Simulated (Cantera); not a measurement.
A perfectly stirred reactor is fed with 3.12 % C2H6, 96.9 % N2, at 0.00415 atm; it is held at 1475 K, and followed from long to short residence time.

Cantera simulation using GRI-Mech 3.0 (53 species, 325 reactions); the numbers are that mechanism's predictions, not measurements. GRI-Mech 3.0 stops at C3 and has no aromatics, soot or wall deposition, so with more carbon than oxygen in the feed, carbon stays in small species such as C2H2 where larger ones or solid carbon would form. Radical loss at walls, strong at low pressure, is not modelled.

Q: Predict: x(C2H6) at τ = 8.60 s; x(C2H) at τ = 8.60 s; x(CH2) at τ = 8.60 s; x(H2) at τ = 8.60 s; x(C2H4) at τ = 8.60 s; x(C2H6) at τ = 20.0 ms; x(C2H) at τ = 20.0 ms; x(CH2) at τ = 20.0 ms; x(H2) at τ = 20.0 ms; x(C2H4) at τ = 20.0 ms.

A: 
* **x(C2H6) at τ = 8.60 s**: 5.09e-5
* **x(C2H) at τ = 8.60 s**: 1.49e-7
* **x(CH2) at τ = 8.60 s**: 6.33e-7
* **x(H2) at τ = 8.60 s**: 0.0523
* **x(C2H4) at τ = 8.60 s**: 0.000281
* **x(C2H6) at τ = 20.0 ms**: 0.0118
* **x(C2H) at τ = 20.0 ms**: 6.88e-8
* **x(CH2) at τ = 20.0 ms**: 5.80e-6
* **x(H2) at τ = 20.0 ms**: 0.0152
* **x(C2H4) at τ = 20.0 ms**: 0.0109
